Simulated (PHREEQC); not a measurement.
Solution (55 °C): 0.17 mol/kgw NH4Cl, 0.00015 mol/kgw Na2CO3 and 0.081 mol/kgw NaCl. Closed to the air; pH follows from the charge balance.

Equilibrium calculation in PHREEQC: ion-association model, phreeqc.dat.

```json
{
  "pH": "5.80",
  "ionic_strength": "0.251 mol/kgw",
  "activity_of_water": "0.991",
  "specific_conductance": "48200 µS/cm",
  "density": "0.992 g/cm³",
  "total_alkalinity": "0.300 meq/kg"
}
```

```tsv
species	molality	activity	log γ
Cl-	0.251	0.172	-0.164
NH4+	0.170	0.109	-0.191
Na+	0.0813	0.0588	-0.140
NH3	0.000253	0.000268	0.025
CO2	0.000101	0.000107	0.025
HCO3-	4.81e-5	3.47e-5	-0.142
H+	2.03e-6	1.58e-6	-0.108
NaHCO3	9.28e-7	9.83e-7	0.025
OH-	6.79e-8	4.58e-8	-0.171
NaCO3-	9.11e-9	6.61e-9	-0.140
CO3-2	5.65e-9	1.53e-9	-0.569
```

No solid was allowed to form. Species that the database lacks are ignored. Away from 25 °C the constants follow the database's enthalpies or fits; those with neither stay at their 25 °C values.
